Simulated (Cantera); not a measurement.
**Premixed flame**

A freely propagating, adiabatic, planar premixed flame of H₂ : O₂ : N₂ : H₂O = 1 : 0.385 : 1.45 : 0.011 (molar parts), equivalence ratio 1.3, unburnt at 450 K and 1.01 bar; mixture-averaged transport, grid criteria slope 0.08 and curve 0.16, no radiation.

Cantera simulation using the H2/O2 subset of GRI-Mech 3.0, which has no nitrogen chemistry; the numbers are that mechanism's predictions, not measurements. Burning velocities carry a grid error of a few per cent, more on coarse grids.

| z (mm) | T (K) | u (m/s) | x H₂ | x O₂ | x HO₂ | x H₂O₂ | x O | x H₂O |
|---|---|---|---|---|---|---|---|---|
| -1.20 | 450 | 5.32 | 0.351 | 0.135 | <1e-8 | <1e-8 | <1e-8 | 0.00387 |
| -0.799 | 450 | 5.32 | 0.351 | 0.135 | <1e-8 | <1e-8 | <1e-8 | 0.00387 |
| -0.599 | 450 | 5.32 | 0.351 | 0.135 | <1e-8 | <1e-8 | <1e-8 | 0.00387 |
| -0.399 | 450 | 5.32 | 0.351 | 0.135 | 5.90e-8 | <1e-8 | <1e-8 | 0.00387 |
| -0.200 | 462 | 5.44 | 0.348 | 0.136 | 0.000152 | 4.25e-6 | 2.59e-6 | 0.00418 |
| -0.0999 | 724 | 8.28 | 0.311 | 0.130 | 0.000261 | 4.65e-5 | 0.000241 | 0.0246 |
| 0 | 1200 | 13.3 | 0.207 | 0.0918 | 9.19e-5 | 5.43e-6 | 0.00420 | 0.112 |
| 0.0999 | 1518 | 16.6 | 0.113 | 0.0338 | 3.07e-5 | 2.64e-6 | 0.00819 | 0.218 |
| 0.200 | 1666 | 18.1 | 0.0880 | 0.0149 | 1.26e-5 | 1.66e-6 | 0.00794 | 0.252 |
| 0.399 | 1813 | 19.5 | 0.0861 | 0.00934 | 7.03e-6 | 9.14e-7 | 0.00673 | 0.265 |
| 0.799 | 1962 | 20.9 | 0.0885 | 0.00684 | 4.59e-6 | 4.84e-7 | 0.00503 | 0.274 |
| 1.60 | 2105 | 22.1 | 0.0897 | 0.00449 | 2.79e-6 | 2.68e-7 | 0.00327 | 0.284 |
| 3.20 | 2226 | 23.2 | 0.0899 | 0.00256 | 1.56e-6 | 1.59e-7 | 0.00182 | 0.295 |
x: mole fraction of selected species; z is measured from the peak of heat release.

| Quantity | Result |
|---|---|
| laminar burning velocity | 532 cm/s |
| thermal thickness | 0.399 mm |
| peak x(HO₂) | 0.000420 |
| peak x(H₂O₂) | 4.85e-5 |
| peak x(O) | 0.00827 |
| grid points | 117 |
